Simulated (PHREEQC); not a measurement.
A solution holds 0.019 mol Ca(OH)2 per kg of water, at 25 °C. Closed to the air; pH follows from the charge balance.

Computed with PHREEQC (ion-association model, wateq4f.dat).

```csv
quantity,before,after
pH,12.44,11.82
ionic strength (mol/kgw),0.0491,0.0108
Ca+2 (mol/kgw),0.0151,0.00352
CaOH+ (mol/kgw),0.00394,0.000280
SI of Portlandite (Ca(OH)2),-0.06,-1.80
```

Q: Which change was made?
A. diluted 5-fold with water
B. 0.0039 mol/kgw H3PO4 added
C. 0.011 mol/kgw CsBr added
D. Ca(OH)2 from 0.019 to 0.0171 mol/kgw
E. temperature from 25 to 30 °C

A: A, diluted 5-fold with water

This is a speciation only: nothing precipitates in the calculation.
